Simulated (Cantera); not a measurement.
Standard-state values (1 bar) from the NASA 1993 polynomials, evaluated with Cantera. Values are per mole of reaction as written; species without (g) are pure solids or liquids, kept so even where they would boil at 1 bar.

### Question
Between 948 and 2548 K, where is each reaction favourable under standard conditions?
- Fe + 2 FeCl3(g) = 3 FeCl2(g)

### Answer
- Fe + 2 FeCl3(g) = 3 FeCl2(g): ΔG° is -85 kJ at 948 K and -330 kJ at 2548 K; it stays negative (K > 1). ΔH° is 35 kJ and ΔS° 143 J/K at 2548 K.
